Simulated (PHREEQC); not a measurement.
PHREEQC input (Pitzer model, pitzer.dat):

```
SOLUTION 1
  temp 20
  units mol/kgw
  pH 7 charge
  Cl 0.205
  Ca 0.031
  K 0.13
  Na 0.013
END
USE solution 1
INCREMENTAL_REACTIONS false
REACTION 1
  H2O -1
  0 9.886 18.011 24.689 30.178 34.689 38.397 41.444
  43.949 46.007 47.699 49.089 50.232 51.172 51.944 52.578
  53.1 53.528 53.88 54.17 54.408 54.603 54.764 54.896
  55.005 55.094 55.168 moles
EQUILIBRIUM_PHASES 1
  Halite 0 0
  Portlandite 0 0
  Sylvite 0 0
SELECTED_OUTPUT 1
  -reset false
  -pH true
  -pe true
  -ionic_strength true
  -water true
  -activities H2O
  -totals Ca Cl K Na
  -molalities H+ Na+ K+ Ca+2 Cl- OH-
  -equilibrium_phases Halite Portlandite Sylvite
PRINT
  -reset false
END
```

Selected output (columns that matter, 16 of 27 rows; water left (kg) added in front):

```
water left (kg)	pH	mu	Ca	Cl	K	Na	m_H+	m_Na+	m_K+	m_Ca+2	m_Cl-	la_H2O	Halite	Sylvite
1	7.0429	0.236	0.031	0.205	0.13	0.013	1.1672e-07	0.013	0.13	0.031	0.205	-0.0026639	0	0
0.675514	7.0285	0.34936	0.045891	0.30347	0.19245	0.019245	1.2083e-07	0.019245	0.19245	0.045891	0.30347	-0.0039234	0	0
0.555203	7.0195	0.42507	0.055835	0.36923	0.23415	0.023415	1.228e-07	0.023415	0.23415	0.055835	0.36923	-0.0047658	0	0
0.375043	6.9967	0.62926	0.082657	0.5466	0.34663	0.034663	1.263e-07	0.034663	0.34663	0.082657	0.5466	-0.0070491	0	0
0.253345	6.9658	0.93154	0.12236	0.80917	0.51313	0.051313	1.2866e-07	0.051313	0.51313	0.12236	0.80917	-0.010473	0	0
0.171138	6.9234	1.379	0.18114	1.1979	0.75962	0.075962	1.2895e-07	0.075962	0.75962	0.18114	1.1979	-0.015668	0	0
0.140655	6.8967	1.6779	0.2204	1.4575	0.92425	0.092425	1.2794e-07	0.092425	0.92425	0.2204	1.4575	-0.019234	0	0
0.0950203	6.8283	2.4837	0.32625	2.1574	1.3681	0.13681	1.2274e-07	0.13681	1.3681	0.32625	2.1574	-0.029287	0	0
0.0641769	6.7338	3.6773	0.48304	3.1943	2.0257	0.20257	1.123e-07	0.20257	2.0257	0.48304	3.1943	-0.045426	0	0
0.0433504	6.6042	5.444	0.7151	4.7289	2.9988	0.29988	9.6518e-08	0.29988	2.9988	0.7151	4.7289	-0.071962	0	0
0.0356396	6.5248	6.3236	0.86982	5.4537	3.3493	0.36476	9.2294e-08	0.36476	3.3493	0.86982	5.4537	-0.085717	0	0.010632
0.0240733	6.3201	7.2288	1.2877	5.9411	2.8256	0.54002	1.0751e-07	0.54002	2.8256	1.2877	5.9411	-0.098409	0	0.061978
0.0162724	6.0161	8.671	1.9051	6.7659	2.1569	0.7989	1.2909e-07	0.7989	2.1569	1.9051	6.7659	-0.12456	0	0.094902
0.0109937	5.5596	11.065	2.8198	8.2455	1.4234	1.1825	1.5706e-07	1.1825	1.4234	2.8198	8.2455	-0.18196	0	0.11435
0.00902992	5.2773	12.54	3.433	9.1072	1.1506	1.0905	1.8471e-07	1.0905	1.1506	3.433	9.1072	-0.2218	0.0031526	0.11961
0.00609331	4.5394	16.328	5.0875	11.24	0.74533	0.31983	3.0682e-07	0.31983	0.74533	5.0875	11.24	-0.34402	0.011051	0.12546
```

Species that the database lacks are ignored.
